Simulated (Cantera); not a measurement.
Source: NASA polynomial tables (part measured, part estimated), evaluated in Cantera. Values are per mole of reaction as written; species without (g) are pure solids or liquids, kept so even where they would boil at 1 bar. VN: taken at fixed stoichiometry.

**Question.** Between 400 and 1400 K, where is each reaction favourable under standard conditions?
- 4 N(g) + 2 V₂O₅ ⇌ 4 VN + 5 O₂(g)
- 2 V₂O₅ + 9 N(g) ⇌ 4 VN + 5 NO₂(g)
- 3 V₂O₅ + N₂O(g) ⇌ 6 VO₂(g) + 2 NO₂(g)

**Answer.** 
- 4 N(g) + 2 V₂O₅ ⇌ 4 VN + 5 O₂(g): ΔG° is 223 kJ at 400 K and 50 kJ at 1400 K; it stays positive (K < 1). ΔH° is 142 kJ and ΔS° 66 J/K at 1400 K.
- 2 V₂O₅ + 9 N(g) ⇌ 4 VN + 5 NO₂(g): ΔG° is -1732 kJ at 400 K and -1273 kJ at 1400 K; it stays negative (K > 1). ΔH° is -2077 kJ and ΔS° -575 J/K at 1400 K.
- 3 V₂O₅ + N₂O(g) ⇌ 6 VO₂(g) + 2 NO₂(g): ΔG° is 2660 kJ at 400 K and 1441 kJ at 1400 K; it stays positive (K < 1). ΔH° is 2873 kJ and ΔS° 1023 J/K at 1400 K.
